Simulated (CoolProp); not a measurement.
Aqueous ethanol as a coolant, 12 % by mass, freezing at -5.5 °C, 1 atm.

The numbers come from the Melinder's fits for secondary coolants in CoolProp.

```csv
T (°C),density (kg/m³),viscosity (mPa s),conductivity (W/(m K)),Prandtl number
-3.1,983.1,4.34,0.488,39.4
2.1,982.8,3.33,0.494,[?]
7.3,982.2,2.64,0.500,23.1
12.5,[?],2.15,0.507,18.4
17.6,979.9,1.79,0.513,[?]
22.8,978.3,1.52,0.519,[?]
28,976.5,1.30,0.525,10.7
33.1,974.5,[?],0.531,[?]
```

### Question
What belongs in the gaps?

### Answer

- 2.1, Prandtl number: 29.7
- 12.5, density (kg/m³): 981.2
- 17.6, Prandtl number: 15.1
- 22.8, Prandtl number: 12.6
- 33.1, viscosity (mPa s): 1.13
- 33.1, Prandtl number: 9.15
